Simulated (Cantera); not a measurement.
Input: 1 mol BN, 0.2 mol H2O, held at 0.00133 bar.

These are equilibrium values from Cantera (NASA tables, ideal gas, pure condensed phases), not measurements of a reactor. Candidate condensed phases: B, BN, B2O3, B3O3H3, H2O; 39 gas species. Mutual solubility and eutectic melting of coexisting phases are not modelled. Equilibrium is a limit: real reactors are often held back by kinetics, nucleation or transport.

Over these rows the condensed part is BN(s) + B2O3(l). Partial pressures as log10 of bar:

```
T (K)  1000/T (1/K)  log p B2O2  log p H2  log p N2
-----  ------------  ----------  --------  --------
1125         0.8889      -11.72     -3.00     -3.48
1200         0.8333      -10.19     -3.00     -3.48
1275         0.7843       -8.84     -3.00     -3.48
1350         0.7407           ?     -3.00     -3.48
1425         0.7018       -6.57     -3.01     -3.48
1500         0.6667       -5.61     -3.02     -3.49
```

### Question
Fit log p(B2O2) = a + b·(1000/T) to the five rows, give the apparent enthalpy, and predict the row at 1350 K.

### Answer
Means: 1000/T = 0.7750, log p = -8.586. Sxy = -0.922710, Sxx = 0.0335457, so b = -27.51 and a = -8.586 − (-27.51)×0.7750 = 12.73.
Apparent enthalpy: −19.145 × (-27.51) = 527 kJ/mol. With the condensed phases at unit activity, 2/3 BN(s) + 2/3 B2O3(l) = B2O2(g) + 1/3 N2(g) links this pressure to the main gases: over the six rows their terms move log p by +0.00 in all, so the slope is close to that reaction's ΔH°. The five rows lie within 0.01 of the line.
Prediction at 1350 K: 12.73 + (-27.51)×0.7407 = -7.65. The computed value is -7.64, 0.01 from the line.
